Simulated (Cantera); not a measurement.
Input: 1 mol Si, 4.4 mol Br2, equilibrated at 548.15 K and 1.20 Pa.

Equilibrium computed with Cantera from the NASA thermochemical tables; the gas is ideal and each condensed phase is pure. Candidate condensed phases: Br2, Si; 9 gas species. Equilibrium is a limit: real reactors are often held back by kinetics, nucleation or transport.

Base state: Br2 0.706, SiBr4 0.294, Br 8.90e-5 (mole fractions); condensed: gas only.

**Question.** What changes in the equilibrium state with this change: temperature from 548.15 K to 700 K?

**Answer.** 
| species | before | after |
|---|---|---|
| Br2 | 0.706 | 0.698 |
| SiBr4 | 0.294 | 0.293 |
| Br | 8.90e-5 | 0.00902 |
